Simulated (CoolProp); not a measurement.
The numbers come from the reference Helmholtz-energy equation of state, Span 2000 in CoolProp.

### Question
For nitrogen, give the phase and the Z, cv (kJ/(kg K)), speed of sound (m/s), Joule-Thomson coefficient (K/MPa) at 83.8 K and 1240 kPa; 83.8 K and 2090 kPa.

### Answer
- 83.8 K and 1240 kPa: liquid; Z 0.0640, cv 1.05, speed of sound 796, Joule-Thomson coefficient -0.303
- 83.8 K and 2090 kPa: liquid; Z 0.107, cv 1.05, speed of sound 804, Joule-Thomson coefficient -0.310
